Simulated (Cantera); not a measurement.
Feed: 1 mol MgCl₂, 0.018 mol HCl, 18 mol N₂, at 1925 K and 10.0 mbar.

Method: chemical equilibrium by Gibbs-energy minimisation in Cantera with the NASA 1993 tables (ideal gas, pure condensed phases). Candidate condensed phases: Mg, MgCl₂, NH₄Cl; 18 gas species. Rates play no part.

Base state: N₂ 0.943, MgCl₂ 0.0504, Cl 0.00362, Mg 0.00157, HCl 0.000919, MgCl 0.000467, H 1.74e-5 (mole fractions); condensed: gas only.

Q: What changes in the equilibrium state with this change: temperature from 1925 K to 1600 K?

A: 
```csv
species,before,after
N₂,0.943,0.946
MgCl₂,0.0504,0.0525
HCl,0.000919,0.000929
Cl,0.00362,0.000144
Mg,0.00157,4.72e-5
MgCl,0.000467,3.25e-5
H,1.74e-5,1.51e-6
```

Q: What changes in the equilibrium state with this change: temperature from 1925 K to 1500 K?

A: 
```
species    before     after
-------  --------  --------
N₂          0.943     0.946
MgCl₂      0.0504    0.0526
HCl      0.000919  0.000929
Cl        0.00362   4.54e-5
Mg        0.00157   9.14e-6
MgCl     0.000467   9.84e-6
```

Q: What changes in the equilibrium state with this change: pressure from 10.0 mbar to 0.740 bar?

A: 
| species | before | after |
|---|---|---|
| N₂ | 0.943 | 0.946 |
| MgCl₂ | 0.0504 | 0.0524 |
| HCl | 0.000919 | 0.000923 |
| Cl | 0.00362 | 0.000247 |
| Mg | 0.00157 | 6.40e-5 |
| H | 1.74e-5 | 3.47e-6 |
